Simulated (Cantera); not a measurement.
A Cantera script and what it prints.

```python
import numpy as np
import cantera as ct

gas_names = """
    H H2 H2S N NH NH2 NH3 N2 N2H2 N2H4 S SH SN S2 S8
""".split()
cond_names = """
    S(cr1) S(cr2) S(L)
""".split()


# ... load() reads the species with a 1 bar reference pressure and builds the phases ...
atoms = {
    'H2S': {'H': 2, 'S': 1},
    'H2': {'H': 2},
    'N2': {'N': 2},
}
top_T = {}  # K; cautious upper limits of use, not melting points


# ... equilibrate(T, P, feed) seeds the gas with the atoms and calls Mixture.equilibrate('TP', solver="vcs", rtol=1e-11, max_steps=5000) ...
results = []
feed = {'H2S': 1, 'H2': 4.8, 'N2': 0.47}  # mol
T = 773.15  # K
P = 5500  # Pa
mix = equilibrate(T, P, feed)
results.append((T, P, feed, dict(zip(mix.species_names, mix.species_moles))))
x = sorted(zip(gas.X, gas.species_names), reverse=True)
print(f"T = {T:g} K  P = {P:g} Pa  gas = {mix.phase_moles(0):.4g} mol")
print("   x: " + "  ".join(f"{s} {v:.3e}" for v, s in x if v > 0.0001))
print("   condensed (mol): " + ("  ".join(f"{mix.phase(i).name} {mix.phase_moles(i):.4g}"
      for i in range(1, mix.n_phases) if mix.phase_moles(i) > 1e-12) or "none"))
```

Result:

```
T = 773.15 K  P = 5500 Pa  gas = 6.27 mol
   x: H2 7.655e-01  H2S 1.595e-01  N2 7.494e-02
   condensed (mol): none
```

These are equilibrium values from Cantera (NASA tables, ideal gas, pure condensed phases), not measurements of a reactor.
